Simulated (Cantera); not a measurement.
What does this Cantera script print?

```python
import numpy as np
import cantera as ct

gas_names = """
    CL CLO CL2 Fe FeCL FeCL2 FeCL3 FeO Fe(OH)2 Fe2CL4 Fe2CL6 H HCL HNO HNO2 HNO3 HOCL HO2 H2 H2O H2O2 N
    NH NH2 NH3 NH2OH NO NO2 NO3 N2 N2H2 N2H4 N2O O OH O2 O3
""".split()
cond_names = """
    Fe(a) Fe(c) Fe(d) Fe(L) FeCL2(s) FeCL2(L) FeCL3(s) FeCL3(L) FeO(s) FeO(L) Fe(OH)2(s) Fe(OH)3(s)
    Fe2O3(s) Fe3O4(s) H2O(s) H2O(L) NH4CL(a) NH4CL(b)
""".split()


def load(file, names, dense=False):
    # The tables refer to 1 bar. Condensed volumes are neglected.
    table = {s.name: s for s in ct.Species.list_from_file(file)}
    out = []
    for n in names:
        d = dict(table[n].input_data)
        d["thermo"] = dict(d["thermo"], **{"reference-pressure": 1e5})
        if dense:
            d["equation-of-state"] = {"model": "constant-volume", "density": "1e6 g/cm^3"}
        out.append(ct.Species.from_dict(d))
    return out


gas = ct.Solution(thermo="ideal-gas", species=load("nasa_gas.yaml", gas_names))
cond = {s.name: ct.Solution(thermo="fixed-stoichiometry", species=[s], name=s.name)
        for s in load("nasa_condensed.yaml", cond_names, dense=True)}
atoms = {
    'Fe2O3': {'Fe': 2, 'O': 3},
    'H2O': {'H': 2, 'O': 1},
    'N2': {'N': 2},
    'Cl2': {'CL': 2},
}
top_T = {'Fe2O3(s)': 1830, 'Fe3O4(s)': 1870}  # K; cautious upper limits of use, not melting points


def equilibrate(T, P, feed):
    n = {}
    for name, mol in feed.items():
        for a, k in atoms[name].items():
            n[a] = n.get(a, 0.0) + k * mol
    gas.TPX = T, P, n
    mass = sum(n.values()) * gas.mean_molecular_weight
    gas.equilibrate("TP")
    valid = [c for c in cond.values() if c.min_temp <= T <= top_T.get(c.name, c.max_temp)]
    mix = ct.Mixture([(gas, mass / gas.mean_molecular_weight)] + [(c, 0.0) for c in valid])
    mix.T, mix.P = T, P
    mix.equilibrate("TP", solver="vcs", rtol=1e-11, max_steps=5000)
    return mix


results = []
feed = {'Fe2O3': 1, 'H2O': 0.43, 'N2': 0.95, 'Cl2': 1.1}  # mol
T = 1448.15  # K
P = 1000  # Pa
mix = equilibrate(T, P, feed)
results.append((T, P, feed, dict(zip(mix.species_names, mix.species_moles))))
x = sorted(zip(gas.X, gas.species_names), reverse=True)
print(f"T = {T:g} K  P = {P:g} Pa  gas = {mix.phase_moles(0):.4g} mol")
print("   x: " + "  ".join(f"{s} {v:.3e}" for v, s in x if v > 0.0001))
print("   condensed (mol): " + ("  ".join(f"{mix.phase(i).name} {mix.phase_moles(i):.4g}"
      for i in range(1, mix.n_phases) if mix.phase_moles(i) > 1e-12) or "none"))
```

Result:

```
T = 1448.15 K  P = 1000 Pa  gas = 3.171 mol
   x: N2 2.993e-01  HCL 2.523e-01  O2 2.004e-01  FeCL2 1.749e-01  CL 4.316e-02  CL2 1.124e-02  H2O 9.391e-03  FeCL3 8.594e-03  NO 5.665e-04
   condensed (mol): Fe2O3(s) 0.709
```

These are equilibrium values from Cantera (NASA tables, ideal gas, pure condensed phases), not measurements of a reactor.
